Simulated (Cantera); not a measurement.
An isothermal, constant-pressure homogeneous reactor starts with CH4 : N2 = 1 : 4 (molar parts), at 1375 K and 18.0 Pa. Integrator tolerance rtol = 1e-08.

Model: GRI-Mech 3.0 (53 species, 325 reactions), integrated in Cantera. GRI-Mech 3.0 stops at C3 and has no aromatics, soot or wall deposition, so with more carbon than oxygen in the feed, carbon stays in small species such as C2H2 where larger ones or solid carbon would form. Radical loss at walls, strong at low pressure, is not modelled.

What does this change do: pressure from 18.0 Pa to 1330 Pa?


```json
[
 {"quantity": "x(CH4) at 10.0 s", "before": "0.200 (gas-phase equilibrium 1.78e-5)", "after": "0.187 (gas-phase equilibrium 0.00130)"},
 {"quantity": "x(HCN) at 10.0 s", "before": "<1e-12 (gas-phase equilibrium 0.0746)", "after": "2.55e-11 (gas-phase equilibrium 0.0743)"},
 {"quantity": "x(C2H2) at 10.0 s", "before": "5.82e-9 (gas-phase equilibrium 0.0460)", "after": "0.00383 (gas-phase equilibrium 0.0455)"},
 {"quantity": "x(C2H4) at 10.0 s", "before": "6.52e-7 (gas-phase equilibrium 2.28e-6)", "after": "0.00181 (gas-phase equilibrium 0.000166)"},
 {"quantity": "x(H2) at 10.0 s", "before": "1.18e-5 (gas-phase equilibrium 0.250)", "after": "0.0152 (gas-phase equilibrium 0.248)"}
]
```
